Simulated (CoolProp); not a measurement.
A single-stage vapour-compression cycle with cyclopropane: evaporating at 289.15 K (dew point), condensing at 341.15 K (bubble point), superheat 8 K, subcooling 5 K, compressor efficiency 0.8, no pressure losses. Each further row changes one setting.

Model: reference Helmholtz-energy equation of state, Polt 1992, in CoolProp. This equation is an older, rougher fit; its heat capacities, sound speeds and derivatives of the liquid may be far off and weren't checked against measurements.

```json
[
 {"case": "as stated", "cooling COP": "3.59", "pressure ratio": "3.53", "discharge temperature (K)": "370.9", "refrigerating effect (kJ/kg)": "316", "volumetric capacity (kJ/m³)": "3370"},
 {"case": "evaporating temperature 294.15 K", "cooling COP": "[?]", "pressure ratio": "[?]", "discharge temperature (K)": "368.1", "refrigerating effect (kJ/kg)": "320", "volumetric capacity (kJ/m³)": "3910"},
 {"case": "condensing temperature 336.15 K", "cooling COP": "4.08", "pressure ratio": "3.18", "discharge temperature (K)": "364.7", "refrigerating effect (kJ/kg)": "329", "volumetric capacity (kJ/m³)": "3500"},
 {"case": "subcooling 10 K", "cooling COP": "3.73", "pressure ratio": "3.53", "discharge temperature (K)": "370.9", "refrigerating effect (kJ/kg)": "329", "volumetric capacity (kJ/m³)": "3510"},
 {"case": "superheat 18 K", "cooling COP": "3.59", "pressure ratio": "3.53", "discharge temperature (K)": "[?]", "refrigerating effect (kJ/kg)": "331", "volumetric capacity (kJ/m³)": "3370"},
 {"case": "compressor efficiency 0.7", "cooling COP": "3.14", "pressure ratio": "3.53", "discharge temperature (K)": "376.9", "refrigerating effect (kJ/kg)": "316", "volumetric capacity (kJ/m³)": "3370"}
]
```

Fill in the missing entries.


- evaporating temperature 294.15 K, cooling COP: 4.11
- evaporating temperature 294.15 K, pressure ratio: 3.07
- superheat 18 K, discharge temperature (K): 380.2
